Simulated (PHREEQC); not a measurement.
Make-up at 25 °C: 13 mmol/kgw SrCl2. Closed to the air; pH follows from the charge balance.

Model: ion-association model, phreeqc.dat, run in PHREEQC.

```tsv
quantity	before	after
pH	6.98	7.32
ionic strength (mol/kgw)	0.0390	0.0390
```

Q: Name the change that produced these shifts.
(A) temperature from 25 to 55 °C
(B) temperature from 25 to 5 °C
(C) 0.016 mol/kgw NaAlO2 added
(D) SrCl2 from 0.013 to 0.0026 mol/kgw
(E) diluted 5-fold with water

A: B, temperature from 25 to 5 °C

Precipitation was switched off in this run. Away from 25 °C the constants follow the database's enthalpies or fits; those with neither stay at their 25 °C values.
